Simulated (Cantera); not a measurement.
Low-pressure radical oxidation in H2/O2

An isothermal, constant-pressure homogeneous reactor starts with H2 : O2 = 0.081 : 1 (molar parts), at 1073 K and 0.00109 atm.

Model: GRI-Mech 3.0 (53 species, 325 reactions), integrated in Cantera. Radical loss at walls, strong at low pressure, is not modelled. The temperature is held fixed by assumption; the heat of reaction is taken as removed at once.

| t (s) | x H2 | x O2 | x H2O | x H | x HO2 |
|---|---|---|---|---|---|
| 4.00e-5 | 0.0749 | 0.925 | <1e-12 | 1.40e-11 | 1.43e-11 |
| 0.000186 | 0.0749 | 0.925 | <1e-12 | 6.12e-11 | 6.62e-11 |
| 0.000862 | 0.0749 | 0.925 | 3.72e-11 | 2.47e-10 | 3.07e-10 |
| 0.00400 | 0.0749 | 0.925 | 2.26e-9 | 1.77e-9 | 1.43e-9 |
| 0.0186 | 0.0749 | 0.925 | 2.92e-6 | 1.28e-6 | 8.14e-9 |
| 0.0862 | 0.00175 | 0.874 | 0.0617 | 0.0200 | 5.64e-7 |
| 0.400 | 0.00143 | 0.879 | 0.0645 | 0.0161 | 5.58e-7 |
| 1.86 | 0.000854 | 0.899 | 0.0713 | 0.00680 | 5.28e-7 |
| 8.62 | 0.000133 | 0.919 | 0.0769 | 0.000391 | 3.06e-7 |
| 40.0 | 7.09e-6 | 0.922 | 0.0777 | 4.82e-6 | 5.69e-8 |
x: mole fraction; the columns are a selection and need not sum to one.

Equilibrium at this temperature and pressure: H2 1.64e-9, O2 0.922, H2O 0.0778, H 1.72e-11, HO2 1.35e-9 (gas phase only).
